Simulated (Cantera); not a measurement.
Cantera with NASA thermochemical tables; ideal gases at 1 bar, condensed phases pure. Values are per mole of reaction as written; species without (g) are pure solids or liquids, kept so even where they would boil at 1 bar. ZrN: taken at fixed stoichiometry.

3 ZrO2(g) + 3 N(g) ⇌ 3 ZrN + 2 O3(g), with ΔH° = -1371.6 kJ and ΔS° = -686.4 J/K at 300 K.

### Question
How far is the shortcut ΔG° ≈ ΔH°(300 K) − T·ΔS°(300 K) from the full temperature-dependent value at 825, 1025, 1225, 1425, 1625, 1825, 2025, 2225, 2425 K?

### Answer
```tsv
T (K)	shortcut (kJ)	full (kJ)	difference (kJ)	difference in log10 K
825	-805.4	-809.4	4.0	-0.25
1025	-668.1	-676.5	8.4	-0.43
1225	-530.8	-545.1	14.3	-0.61
1425	-393.6	-415.2	21.6	-0.79
1625	-256.3	-286.6	30.3	-0.97
1825	-119.0	-159.5	40.5	-1.16
2025	18.3	-34.0	52.3	-1.35
2225	155.5	89.9	65.7	-1.54
2425	292.8	211.9	80.8	-1.74
```
The shortcut ignores the heat-capacity change of the reaction.
